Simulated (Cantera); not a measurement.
Cantera run:

```python
import numpy as np
import cantera as ct

gas_names = """
    C CO CO2 C2 C2O C3 C3O2 C4 C5 Fe FeC5O5 FeO O O2 O3
""".split()
cond_names = """
    C(gr) Fe(a) Fe(c) Fe(d) Fe(L) FeC5O5(L) FeO(s) FeO(L) Fe2O3(s) Fe3O4(s)
""".split()


# ... load() reads the species with a 1 bar reference pressure and builds the phases ...
atoms = {
    'Fe3O4': {'Fe': 3, 'O': 4},
    'C': {'C': 1},
    'CO': {'C': 1, 'O': 1},
}
top_T = {'C(gr)': 4500, 'Fe2O3(s)': 1830, 'Fe3O4(s)': 1870}  # K; cautious upper limits of use, not melting points


# ... equilibrate(T, P, feed) seeds the gas with the atoms and calls Mixture.equilibrate('TP', solver="vcs", rtol=1e-11, max_steps=5000) ...
results = []
T = 1025  # K
P = 101325  # Pa
for m in [0.46, 0.55, 0.66, 0.78, 0.93, 1.1, 1.3, 1.6, 1.9]:
    feed = {'Fe3O4': 1, 'C': m, 'CO': 0.038}  # mol
    mix = equilibrate(T, P, feed)
    results.append((T, P, feed, dict(zip(mix.species_names, mix.species_moles))))

top = {s: max(r[3][s] / sum(r[3][g] for g in gas_names) for r in results) for s in gas_names}
cols = sorted((s for s in top if top[s] > 1e-06), key=lambda s: -top[s])[:8]
seen = [c for c in cond_names if any(r[3].get(c, 0) > 1e-12 for r in results)]
print("log10 of partial pressures in bar; condensed amounts in mol")
print(f"{'n(C)':>10s}" + "".join(f"{s[:9]:>10s}" for s in cols + seen))
for T, P, feed, n in results:
    ng = sum(n[g] for g in gas_names)
    print(f"{feed['C']:10.4g}" + "".join(f"{np.log10(max(n[s] / ng * P / 1e5, 1e-99)):10.3f}" for s in cols)
          + "".join(f"{n.get(c, 0):10.4g}" for c in seen))
```

It prints:

```
log10 of partial pressures in bar; condensed amounts in mol
      n(C)       CO2        CO     C(gr)    FeO(s)  Fe3O4(s)
      0.46    -0.018    -1.268         0     2.794   0.06854
      0.55    -0.110    -0.624         0         3         0
      0.66    -0.307    -0.284         0         3         0
      0.78    -0.565    -0.130         0         3         0
      0.93    -0.662    -0.099    0.1136         3         0
       1.1    -0.662    -0.099    0.2836         3         0
       1.3    -0.662    -0.099    0.4836         3         0
       1.6    -0.662    -0.099    0.7836         3         0
       1.9    -0.662    -0.099     1.084         3         0
```

Equilibrium computed with Cantera from the NASA thermochemical tables; the gas is ideal and each condensed phase is pure. Mutual solubility and eutectic melting of coexisting phases are not modelled. The tables' stoichiometric FeO is somewhat more stable than real wüstite, so its field is too wide. FeO: taken at fixed stoichiometry.
